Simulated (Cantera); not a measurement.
TiO2 + C + CO (carbothermic reduction)

A closed system holds: 1 mol TiO2, 4.7 mol C, 0.11 mol CO, equilibrated at 3900 Torr.

Method: chemical equilibrium by Gibbs-energy minimisation in Cantera with the NASA 1993 tables (ideal gas, pure condensed phases). Candidate condensed phases: C, Ti, TiC, TiO, TiO2, Ti2O3, Ti3O5, Ti4O7; 15 gas species. TiC: taken at fixed stoichiometry. Condensed phases not in the tables: Magnéli phases beyond Ti4O7. Kinetics and transport are ignored.

From 600 °C to 1000 °C the condensed part is C(graphite) + TiO2(rutile). At 1200 °C the condensed part is C(graphite) + Ti4O7(s). At 1400 °C the condensed part is C(graphite) + Ti3O5(s). From 1600 °C to 2400 °C the condensed part is C(graphite) + TiC(s).

```json
[
 {"T (°C)": "600", "log p CO": "-0.20", "log p CO2": "0.66", "log p Ti": "<-11", "log p C3": "<-11", "log p C2O": "<-11", "log p TiO": "<-11", "log p C": "<-11", "log p C2": "<-11", "n C(graphite)": "4.75", "n TiO2(rutile)": "1.00", "n Ti4O7(s)": "0", "n Ti3O5(s)": "0", "n TiC(s)": "0"},
 {"T (°C)": "800", "log p CO": "0.54", "log p CO2": "0.23", "log p Ti": "<-11", "log p C3": "<-11", "log p C2O": "<-11", "log p TiO": "<-11", "log p C": "<-11", "log p C2": "<-11", "n C(graphite)": "4.73", "n TiO2(rutile)": "1.00", "n Ti4O7(s)": "0", "n Ti3O5(s)": "0", "n TiC(s)": "0"},
 {"T (°C)": "1000", "log p CO": "0.70", "log p CO2": "-0.74", "log p Ti": "<-11", "log p C3": "<-11", "log p C2O": "<-11", "log p TiO": "<-11", "log p C": "<-11", "log p C2": "<-11", "n C(graphite)": "4.70", "n TiO2(rutile)": "1.00", "n Ti4O7(s)": "0", "n Ti3O5(s)": "0", "n TiC(s)": "0"},
 {"T (°C)": "1200", "log p CO": "0.71", "log p CO2": "-1.64", "log p Ti": "<-11", "log p C3": "<-11", "log p C2O": "<-11", "log p TiO": "<-11", "log p C": "<-11", "log p C2": "<-11", "n C(graphite)": "4.45", "n TiO2(rutile)": "0", "n Ti4O7(s)": "0.250", "n Ti3O5(s)": "0", "n TiC(s)": "0"},
 {"T (°C)": "1400", "log p CO": "0.72", "log p CO2": "-2.34", "log p Ti": "<-11", "log p C3": "<-11", "log p C2O": "-10.06", "log p TiO": "-10.04", "log p C": "<-11", "log p C2": "<-11", "n C(graphite)": "4.37", "n TiO2(rutile)": "0", "n Ti4O7(s)": "0", "n Ti3O5(s)": "0.333", "n TiC(s)": "0"},
 {"T (°C)": "1600", "log p CO": "0.72", "log p CO2": "-2.88", "log p Ti": "-10.26", "log p C3": "<-11", "log p C2O": "-8.71", "log p TiO": "-8.26", "log p C": "<-11", "log p C2": "<-11", "n C(graphite)": "1.70", "n TiO2(rutile)": "0", "n Ti4O7(s)": "0", "n Ti3O5(s)": "0", "n TiC(s)": "1.00"},
 {"T (°C)": "1800", "log p CO": "0.72", "log p CO2": "-3.31", "log p Ti": "-8.53", "log p C3": "-9.80", "log p C2O": "-7.62", "log p TiO": "-7.34", "log p C": "-9.86", "log p C2": "-10.87", "n C(graphite)": "1.70", "n TiO2(rutile)": "0", "n Ti4O7(s)": "0", "n Ti3O5(s)": "0", "n TiC(s)": "1.00"},
 {"T (°C)": "2000", "log p CO": "0.72", "log p CO2": "-3.65", "log p Ti": "-7.10", "log p C3": "-8.00", "log p C2O": "-6.72", "log p TiO": "-6.59", "log p C": "-8.27", "log p C2": "-9.05", "n C(graphite)": "1.70", "n TiO2(rutile)": "0", "n Ti4O7(s)": "0", "n Ti3O5(s)": "0", "n TiC(s)": "1.00"},
 {"T (°C)": "2200", "log p CO": "0.72", "log p CO2": "-3.94", "log p Ti": "-5.91", "log p C3": "-6.49", "log p C2O": "-5.97", "log p TiO": "-5.97", "log p C": "-6.94", "log p C2": "-7.53", "n C(graphite)": "1.70", "n TiO2(rutile)": "0", "n Ti4O7(s)": "0", "n Ti3O5(s)": "0", "n TiC(s)": "1.000"},
 {"T (°C)": "2400", "log p CO": "0.72", "log p CO2": "-4.18", "log p Ti": "-4.91", "log p C3": "-5.21", "log p C2O": "-5.33", "log p TiO": "-5.44", "log p C": "-5.81", "log p C2": "-6.23", "n C(graphite)": "1.70", "n TiO2(rutile)": "0", "n Ti4O7(s)": "0", "n Ti3O5(s)": "0", "n TiC(s)": "1.000"}
]
```
log p: log10 of the partial pressure in bar; n: condensed amount in mol.
